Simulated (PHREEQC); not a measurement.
NaOH is added in steps, without added water, to 1 kg of water holding 0.0015 mol/kgw CuSO4 and 0.00011 mol/kgw KCl, at 85 °C. Oxygen alone is held at its pressure in air (log pO2 = -0.68). CO2 from the air is kept out. Only these solids could form: Cu(OH)2, Brochantite, Antlerite, Atacamite, Halite, Mirabilite, Chalcanthite.

Base run: PHREEQC, ion-association model, wateq4f.dat. Each further column changes one thing. The table gives CuSO4 (mol/kgw).

```
NaOH added (mol)      base  KCl from 0.00011 to 0.000121 mol/kgw  KCl replaced by HCl at the same molality  CuSO4 from 0.0015 to 0.00135 mol/kgw  no solid may form
----------------  --------  ------------------------------------  ----------------------------------------  ------------------------------------  -----------------
0                 0.000229                              0.000228                                  0.000230                              0.000194           0.000229
0.000425          0.000198                              0.000198                                       [?]                              0.000165           0.000173
0.0009917         0.000159                              0.000159                                       [?]                              0.000128            8.66e-5
0.001417          0.000128                              0.000128                                  0.000136                                   [?]                [?]
0.001983           8.45e-5                               8.44e-5                                   9.32e-5                               5.65e-5            8.12e-7
0.002408           5.01e-5                               5.01e-5                                   5.92e-5                                   [?]            2.82e-7
0.002975           2.08e-6                               2.08e-6                                   1.15e-5                                   [?]            5.91e-8
0.0034            1.21e-12                              1.21e-12                                  2.31e-12                              3.56e-13            1.15e-8
```

### Question
What belongs in the gaps?

### Answer

- 0.000425, KCl replaced by HCl at the same molality: 0.000205
- 0.0009917, KCl replaced by HCl at the same molality: 0.000167
- 0.001417, CuSO4 from 0.0015 to 0.00135 mol/kgw: 9.83e-5
- 0.001417, no solid may form: 1.92e-5
- 0.002408, CuSO4 from 0.0015 to 0.00135 mol/kgw: 2.34e-5
- 0.002975, CuSO4 from 0.0015 to 0.00135 mol/kgw: 2.33e-12

At this temperature some constants are extrapolated from 25 °C, and those without enthalpy data are left unchanged. The database's constant for dissolved Cu(OH)2 is higher than later reviews accept. In at least one series the solution becomes supersaturated in solids that the run did not let form, among them Cu(OH)2, Brochantite, Antlerite, Atacamite.
